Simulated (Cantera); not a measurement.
An adiabatic, constant-volume homogeneous reactor starts with CO : H2 : O2 : N2 = 1 : 0.04 : 0.605 : 2.27 (molar parts), at 1050 K and 2.00 bar.

Detailed kinetics in Cantera: GRI-Mech 3.0 (53 species, 325 reactions).

Question: Predict: time of steepest temperature rise; temperature at 0.200 s; equilibrium temperature; x(CO) at 0.200 s; x(H2) at 0.200 s; x(O2) at 0.200 s; x(HO2) at 0.200 s; x(NO2) at 0.200 s; x(OH) at 0.200 s.

Answer: 
| Item | Value |
|---|---|
| time of steepest temperature rise | 0.554 ms |
| temperature at 0.200 s | 2817 K |
| equilibrium temperature | 2817 K |
| x(CO) at 0.200 s | 0.0716 (gas-phase equilibrium 0.0716) |
| x(H2) at 0.200 s | 0.000397 (gas-phase equilibrium 0.000397) |
| x(O2) at 0.200 s | 0.0480 (gas-phase equilibrium 0.0480) |
| x(HO2) at 0.200 s | 4.17e-6 (gas-phase equilibrium 4.17e-6) |
| x(NO2) at 0.200 s | 1.13e-5 (gas-phase equilibrium 1.13e-5) |
| x(OH) at 0.200 s | 0.00465 (gas-phase equilibrium 0.00465) |
